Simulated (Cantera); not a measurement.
**Transport properties of process gases**

Gas mixture: 100 % N2O, at 20.0 Torr, frozen composition.

Cantera's kinetic-theory transport with the Lennard-Jones parameters of GRI-Mech 3.0, ideal gas; thermal conductivity in the multicomponent form. The composition is frozen, though it would react at the higher temperatures.

```tsv
T (K)	ρ (kg/m³)	cp (J/kg/K)	μ (µPa s)	λ (mW/m/K)	Pr	D (cm²/s) C2H2	D (cm²/s) H	D (cm²/s) O
400	0.0353	970.3	19.5	25.3	0.746	7.99	63.1	16.0
600	0.0235	1101	27.3	40.4	0.744	16.7	130	32.4
800	0.0176	1192	34.0	54.7	0.742	27.8	215	52.8
1000	0.0141	1255	40.0	67.9	0.740	40.9	315	77.0
1200	0.0118	1294	45.5	79.8	0.738	55.8	428	104
1400	0.0101	1327	50.5	91.0	0.736	72.4	555	135
1600	0.00882	1353	55.2	102	0.735	90.7	694	169
```
D: mixture-averaged diffusion coefficient of that species in the mixture.
